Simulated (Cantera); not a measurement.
What does this Cantera script print?

```python
import numpy as np
import cantera as ct

gas_names = [...]  # 148 gases of nasa_gas.yaml made of Al, C, H, N, O
cond_names = """
    AL(cr) AL(L) ALN(s) AL2O3(a) AL2O3(L) C(gr) C6H6(L) C7H8(L) C8H18(L),n-octa H2O(s) H2O(L)
""".split()


# ... load() reads the species with a 1 bar reference pressure and builds the phases ...
atoms = {
    'Al(CH3)3': {'AL': 1, 'C': 3, 'H': 9},
    'N2O': {'N': 2, 'O': 1},
    'H2': {'H': 2},
    'O2': {'O': 2},
}
top_T = {'ALN(s)': 2750, 'C(gr)': 4500}  # K; cautious upper limits of use, not melting points


# ... equilibrate(T, P, feed) seeds the gas with the atoms and calls Mixture.equilibrate('TP', solver="vcs", rtol=1e-11, max_steps=5000) ...
results = []
T = 1575  # K
P = 43000  # Pa
for m in [38, 77, 120, 160, 190, 230, 270, 310, 350, 390]:
    feed = {'Al(CH3)3': 1, 'N2O': 1.1, 'H2': m, 'O2': 7}  # mol
    mix = equilibrate(T, P, feed)
    results.append((T, P, feed, dict(zip(mix.species_names, mix.species_moles))))
    x = sorted(zip(gas.X, gas.species_names), reverse=True)
    print(f"T = {T:g} K  P = {P:g} Pa  n(H2) = {m:g} mol  gas = {mix.phase_moles(0):.4g} mol")
    print("   x: " + "  ".join(f"{s} {v:.3e}" for v, s in x if v > 0.001))
    print("   condensed (mol): " + ("  ".join(f"{mix.phase(i).name} {mix.phase_moles(i):.4g}"
          for i in range(1, mix.n_phases) if mix.phase_moles(i) > 1e-12) or "none"))
```

Result:

```
T = 1575 K  P = 43000 Pa  n(H2) = 38 mol  gas = 46.6 mol
   x: H2 6.909e-01  H2O 2.211e-01  CO 5.798e-02  N2 2.360e-02  CO2 6.395e-03
   condensed (mol): AL2O3(a) 0.5
T = 1575 K  P = 43000 Pa  n(H2) = 77 mol  gas = 85.6 mol
   x: H2 8.299e-01  H2O 1.221e-01  CO 3.335e-02  N2 1.285e-02  CO2 1.692e-03
   condensed (mol): AL2O3(a) 0.5
T = 1575 K  P = 43000 Pa  n(H2) = 120 mol  gas = 128.6 mol
   x: H2 8.864e-01  H2O 8.171e-02  CO 2.261e-02  N2 8.553e-03
   condensed (mol): AL2O3(a) 0.5
T = 1575 K  P = 43000 Pa  n(H2) = 160 mol  gas = 168.6 mol
   x: H2 9.132e-01  H2O 6.246e-02  CO 1.738e-02  N2 6.523e-03
   condensed (mol): AL2O3(a) 0.5
T = 1575 K  P = 43000 Pa  n(H2) = 190 mol  gas = 198.6 mol
   x: H2 9.262e-01  H2O 5.308e-02  CO 1.481e-02  N2 5.538e-03
   condensed (mol): AL2O3(a) 0.5
T = 1575 K  P = 43000 Pa  n(H2) = 230 mol  gas = 238.6 mol
   x: H2 9.385e-01  H2O 4.422e-02  CO 1.237e-02  N2 4.609e-03
   condensed (mol): AL2O3(a) 0.5
T = 1575 K  P = 43000 Pa  n(H2) = 270 mol  gas = 278.6 mol
   x: H2 9.473e-01  H2O 3.790e-02  CO 1.062e-02  N2 3.948e-03
   condensed (mol): AL2O3(a) 0.5
T = 1575 K  P = 43000 Pa  n(H2) = 310 mol  gas = 318.6 mol
   x: H2 9.539e-01  H2O 3.316e-02  CO 9.304e-03  N2 3.452e-03
   condensed (mol): AL2O3(a) 0.5
T = 1575 K  P = 43000 Pa  n(H2) = 350 mol  gas = 358.6 mol
   x: H2 9.590e-01  H2O 2.947e-02  CO 8.278e-03  N2 3.067e-03
   condensed (mol): AL2O3(a) 0.5
T = 1575 K  P = 43000 Pa  n(H2) = 390 mol  gas = 398.6 mol
   x: H2 9.631e-01  H2O 2.652e-02  CO 7.455e-03  N2 2.759e-03
   condensed (mol): AL2O3(a) 0.5
```

Method: chemical equilibrium by Gibbs-energy minimisation in Cantera with the NASA 1993 tables (ideal gas, pure condensed phases). The feed counts by its element totals alone. Gases not in the tables: Al(OH)3.
